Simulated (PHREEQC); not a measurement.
1 kg of water holding 0.01 mol KCl, 0.24 mol KHCO3, 0.21 mol K2CO3 and 0.0023 mol K2SO4 is evaporated at 20 °C; the solids stay in contact with the brine. No CO2 enters from the air. The run lets Arcanite, Kalicinite, Misenite, Sylvite precipitate or redissolve, and no other solid.

The series has 17 steps of water left (kg), from 1 to 0.04335.

Model: Pitzer model, pitzer.dat, run in PHREEQC.

Question: Which solids form, in which order, and at which step of the series does each first stand?

Answer: Kalicinite from water left = 0.07809 kg (pH 10.11); Arcanite from water left = 0.06418 kg (pH 10.38).
